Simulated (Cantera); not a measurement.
**Moist CO burnout**

An isothermal, constant-pressure homogeneous reactor starts with 0.941 % CO, 1.07 % O₂, 0.970 % H₂O, 97.0 % N₂, equivalence ratio 0.44, at 900 K and 3600 Torr.

Computed with Cantera and GRI-Mech 3.0 (53 species, 325 reactions).

```tsv
t (s)	x CO	x O₂	x H₂O	x NO	x H
8.00e-5	0.00941	0.0107	0.00970	<1e-12	<1e-12
0.000360	0.00941	0.0107	0.00970	<1e-12	<1e-12
0.00162	0.00941	0.0107	0.00970	<1e-12	<1e-12
0.00727	0.00941	0.0107	0.00970	<1e-12	<1e-12
0.0327	0.00941	0.0107	0.00970	<1e-12	<1e-12
0.147	0.00941	0.0107	0.00970	<1e-12	2.77e-12
0.660	0.00941	0.0107	0.00970	<1e-12	3.93e-11
2.97	0.00911	0.0105	0.00970	<1e-12	4.06e-10
13.3	0.00708	0.00952	0.00971	<1e-12	4.05e-10
60.0	0.00239	0.00719	0.00973	1.02e-12	1.76e-10
```
x: mole fraction; the columns are a selection and need not sum to one.

Equilibrium at this temperature and pressure: CO <1e-12, O₂ 0.00599, H₂O 0.00975, NO 1.74e-6, H <1e-12 (gas phase only).
